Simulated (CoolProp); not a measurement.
Vapour-liquid equilibrium of methane (1) + ethylene (2) at 0.461 MPa; x and y are mole fractions of (1).

Computed with CoolProp (multi-fluid Helmholtz-energy mixture model, Setzmann 1991 and Smukala 2000; pair parameters Bell 2016).

```json
[
 {"x": "0.05", "bubble temperature, mixture model (°C)": "-85.4", "bubble temperature, Raoult's law (°C)": "-85.5", "y, mixture model": "0.425", "y, Raoult's law": "0.455"},
 {"x": "0.15", "bubble temperature, mixture model (°C)": "-104.6", "bubble temperature, Raoult's law (°C)": "-101.9", "y, mixture model": "0.800", "y, Raoult's law": "0.792"},
 {"x": "0.25", "bubble temperature, mixture model (°C)": "-115.9", "bubble temperature, Raoult's law (°C)": "-112.1", "y, mixture model": "0.910", "y, Raoult's law": "0.902"},
 {"x": "0.35", "bubble temperature, mixture model (°C)": "-122.7", "bubble temperature, Raoult's law (°C)": "-119.0", "y, mixture model": "0.950", "y, Raoult's law": "0.947"},
 {"x": "0.45", "bubble temperature, mixture model (°C)": "-127.1", "bubble temperature, Raoult's law (°C)": "-124.2", "y, mixture model": "0.968", "y, Raoult's law": "0.970"},
 {"x": "0.55", "bubble temperature, mixture model (°C)": "-130.2", "bubble temperature, Raoult's law (°C)": "-128.2", "y, mixture model": "0.978", "y, Raoult's law": "0.982"},
 {"x": "0.65", "bubble temperature, mixture model (°C)": "-132.6", "bubble temperature, Raoult's law (°C)": "-131.4", "y, mixture model": "0.985", "y, Raoult's law": "0.989"},
 {"x": "0.75", "bubble temperature, mixture model (°C)": "-134.6", "bubble temperature, Raoult's law (°C)": "-134.1", "y, mixture model": "0.990", "y, Raoult's law": "0.994"},
 {"x": "0.85", "bubble temperature, mixture model (°C)": "-136.5", "bubble temperature, Raoult's law (°C)": "-136.4", "y, mixture model": "0.994", "y, Raoult's law": "0.997"},
 {"x": "0.95", "bubble temperature, mixture model (°C)": "-138.3", "bubble temperature, Raoult's law (°C)": "-138.4", "y, mixture model": "0.998", "y, Raoult's law": "0.999"}
]
```

The largest gap from Raoult's law is -3.8 K in bubble temperature, at x = 0.25. No azeotrope shows between x = 0.05 and 0.95.

Pair parameters are fitted to limited data, so mixtures are less certain than the pure fluids. The gap from Raoult's law changes sign with composition, which may be real or a fault of the pair parameters; it wasn't checked against measurements.
